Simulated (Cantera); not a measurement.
Input (Python, Cantera) and output of one run.

```python
import numpy as np
import cantera as ct

gas_names = """
    Cr CrN H H2 N NH NH2 NH3 N2 N2H2 N2H4
""".split()
cond_names = """
    Cr(cr) Cr(L) CrN(s) Cr2N(s)
""".split()


# ... load() reads the species with a 1 bar reference pressure and builds the phases ...
atoms = {
    'Cr': {'Cr': 1},
    'NH3': {'N': 1, 'H': 3},
}
top_T = {'CrN(s)': 1900, 'Cr2N(s)': 1900}  # K; cautious upper limits of use, not melting points


# ... equilibrate(T, P, feed) seeds the gas with the atoms and calls Mixture.equilibrate('TP', solver="vcs", rtol=1e-11, max_steps=5000) ...
results = []
feed = {'Cr': 1, 'NH3': 0.27}  # mol
P = 10000  # Pa
for T in [1975, 2025, 2075, 2125, 2175, 2225, 2275, 2325, 2375, 2425, 2475, 2525]:
    mix = equilibrate(T, P, feed)
    results.append((T, P, feed, dict(zip(mix.species_names, mix.species_moles))))
    x = sorted(zip(gas.X, gas.species_names), reverse=True)
    print(f"T = {T:g} K  P = {P:g} Pa  gas = {mix.phase_moles(0):.4g} mol")
    print("   x: " + "  ".join(f"{s} {v:.3e}" for v, s in x if v > 0.0001))
    print("   condensed (mol): " + ("  ".join(f"{mix.phase(i).name} {mix.phase_moles(i):.4g}"
          for i in range(1, mix.n_phases) if mix.phase_moles(i) > 1e-12) or "none"))
```

Output:

```
T = 1975 K  P = 10000 Pa  gas = 0.5457 mol
   x: H2 7.403e-01  N2 2.474e-01  Cr 8.610e-03  H 3.723e-03
   condensed (mol): Cr(cr) 0.9953
T = 2025 K  P = 10000 Pa  gas = 0.5497 mol
   x: H2 7.341e-01  N2 2.456e-01  Cr 1.509e-02  H 5.215e-03
   condensed (mol): Cr(cr) 0.9917
T = 2075 K  P = 10000 Pa  gas = 0.5563 mol
   x: H2 7.245e-01  N2 2.427e-01  Cr 2.570e-02  H 7.169e-03
   condensed (mol): Cr(cr) 0.9857
T = 2125 K  P = 10000 Pa  gas = 0.5669 mol
   x: H2 7.096e-01  N2 2.381e-01  Cr 4.258e-02  H 9.673e-03
   condensed (mol): Cr(cr) 0.9759
T = 2175 K  P = 10000 Pa  gas = 0.5829 mol
   x: H2 6.884e-01  N2 2.316e-01  Cr 6.722e-02  H 1.281e-02
   condensed (mol): Cr(L) 0.9608
T = 2225 K  P = 10000 Pa  gas = 0.608 mol
   x: H2 6.578e-01  N2 2.220e-01  Cr 1.036e-01  H 1.661e-02
   condensed (mol): Cr(L) 0.937
T = 2275 K  P = 10000 Pa  gas = 0.6483 mol
   x: H2 6.142e-01  N2 2.082e-01  Cr 1.565e-01  H 2.104e-02
   condensed (mol): Cr(L) 0.8985
T = 2325 K  P = 10000 Pa  gas = 0.7153 mol
   x: H2 5.533e-01  Cr 2.321e-01  N2 1.887e-01  H 2.588e-02
   condensed (mol): Cr(L) 0.834
T = 2375 K  P = 10000 Pa  gas = 0.8355 mol
   x: H2 4.695e-01  Cr 3.384e-01  N2 1.616e-01  H 3.056e-02
   condensed (mol): Cr(L) 0.7173
T = 2425 K  P = 10000 Pa  gas = 1.085 mol
   x: Cr 4.853e-01  H2 3.565e-01  N2 1.244e-01  H 3.379e-02
   condensed (mol): Cr(L) 0.4735
T = 2475 K  P = 10000 Pa  gas = 1.567 mol
   x: Cr 6.380e-01  H2 2.409e-01  N2 8.613e-02  H 3.492e-02
   condensed (mol): none
T = 2525 K  P = 10000 Pa  gas = 1.574 mol
   x: Cr 6.354e-01  H2 2.358e-01  N2 8.577e-02  H 4.305e-02
   condensed (mol): none
```

Cantera equilibrium calculation (NASA polynomials, part measured and part estimated; ideal gas, pure solids and liquids).
